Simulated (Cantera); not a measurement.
A perfectly stirred reactor is fed with C2H6 : H2 = 1 : 17 (molar parts), at 5.40 Torr; it is held at 1575 K, and followed from long to short residence time.

Detailed kinetics in Cantera: GRI-Mech 3.0 (53 species, 325 reactions). GRI-Mech 3.0 stops at C3 and has no aromatics, soot or wall deposition, so with more carbon than oxygen in the feed, carbon stays in small species such as C2H2 where larger ones or solid carbon would form. Radical loss at walls, strong at low pressure, is not modelled.

### Question
What does this change do: temperature 1575 to 1550 K?

### Answer
```json
[
 {"quantity": "x(C2H6) at τ = 0.640 s", "before": "0.000107", "after": "0.000134"},
 {"quantity": "x(H2) at τ = 0.640 s", "before": "0.928", "after": "0.928"},
 {"quantity": "x(H) at τ = 0.640 s", "before": "0.00109", "after": "0.000931"},
 {"quantity": "x(CH4) at τ = 0.640 s", "before": "0.0364", "after": "0.0382"},
 {"quantity": "x(C2H4) at τ = 0.640 s", "before": "0.000685", "after": "0.000868"},
 {"quantity": "x(C2H6) at τ = 24.0 ms", "before": "0.00174", "after": "0.00214"},
 {"quantity": "x(H2) at τ = 24.0 ms", "before": "0.916", "after": "0.916"},
 {"quantity": "x(H) at τ = 24.0 ms", "before": "0.00176", "after": "0.00152"},
 {"quantity": "x(CH4) at τ = 24.0 ms", "before": "0.0558", "after": "0.0553"},
 {"quantity": "x(C2H4) at τ = 24.0 ms", "before": "0.00546", "after": "0.00663"}
]
```
